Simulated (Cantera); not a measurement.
Mixture: CH₄ : CO : O₂ : N₂ = 1 : 0.096 : 5 : 18.8 (molar parts), equivalence ratio 0.41, at 260000 Pa, adiabatic and at constant pressure. Ignition delay is the time to a rise of 400 K.

Detailed kinetics in Cantera: GRI-Mech 3.0 (53 species, 325 reactions).

Problem. Predict: delay at 1098 K; delay at 1198 K; delay at 1298 K; delay at 1398 K; apparent activation energy between 1348 and 1448 K.

Solution. 
```json
{
 "delay at 1098 K": "55.8 ms",
 "delay at 1198 K": "12.9 ms",
 "delay at 1298 K": "3.53 ms",
 "delay at 1398 K": "1.12 ms",
 "apparent activation energy between 1348 and 1448 K": "170 kJ/mol"
}
```
